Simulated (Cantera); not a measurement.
**Adiabatic ignition**

An adiabatic, constant-volume homogeneous reactor starts with 30.2 % CO, 5.14 % H2, 13.6 % O2, 51.1 % N2, at 1575 K and 1280 Torr.

Cantera simulation using GRI-Mech 3.0 (53 species, 325 reactions); the numbers are that mechanism's predictions, not measurements. Above 3000 K some thermodynamic fits are extrapolated.

| t (s) | T (K) | P (bar) | x CO | x H2 | x O2 | x O | x NO | x CO2 | x OH |
|---|---|---|---|---|---|---|---|---|---|
| 8.00e-6 | 1579 | 1.70 | 0.301 | 0.0476 | 0.133 | 0.00116 | 1.88e-9 | 0.00117 | 0.000808 |
| 2.28e-5 | 2171 | 2.28 | 0.203 | 0.00760 | 0.0489 | 0.0392 | 5.90e-5 | 0.108 | 0.0128 |
| 6.49e-5 | 2809 | 2.83 | 0.184 | 0.00644 | 0.0402 | 0.0186 | 0.000985 | 0.140 | 0.0170 |
| 0.000185 | 3007 | 2.98 | 0.172 | 0.00574 | 0.0328 | 0.0123 | 0.00713 | 0.156 | 0.0161 |
| 0.000526 | 2998 | 2.97 | 0.173 | 0.00582 | 0.0302 | 0.0114 | 0.0139 | 0.156 | 0.0155 |
| 0.00150 | 2996 | 2.97 | 0.173 | 0.00583 | 0.0297 | 0.0113 | 0.0150 | 0.156 | 0.0154 |
| 0.00427 | 2996 | 2.97 | 0.173 | 0.00583 | 0.0297 | 0.0113 | 0.0150 | 0.156 | 0.0154 |
| 0.0122 | 2996 | 2.97 | 0.173 | 0.00583 | 0.0297 | 0.0113 | 0.0150 | 0.156 | 0.0154 |
| 0.0346 | 2996 | 2.97 | 0.173 | 0.00583 | 0.0297 | 0.0113 | 0.0150 | 0.156 | 0.0154 |
| 0.0986 | 2996 | 2.97 | 0.173 | 0.00583 | 0.0297 | 0.0113 | 0.0150 | 0.156 | 0.0154 |
| 0.281 | 2996 | 2.97 | 0.173 | 0.00583 | 0.0297 | 0.0113 | 0.0150 | 0.156 | 0.0154 |
| 0.800 | 2996 | 2.97 | 0.173 | 0.00583 | 0.0297 | 0.0113 | 0.0150 | 0.156 | 0.0154 |
x: mole fraction; the columns are a selection and need not sum to one.

The time of steepest temperature rise comes out as 12.3 µs and the temperature at 0.800 s is 2996 K. The equilibrium temperature is 2996 K, the x(CO) at 0.800 s comes out as 0.173 (gas-phase equilibrium 0.173) and the x(H2) at 0.800 s is 0.00583 (gas-phase equilibrium 0.00583). The x(O2) at 0.800 s is 0.0297 (gas-phase equilibrium 0.0297).
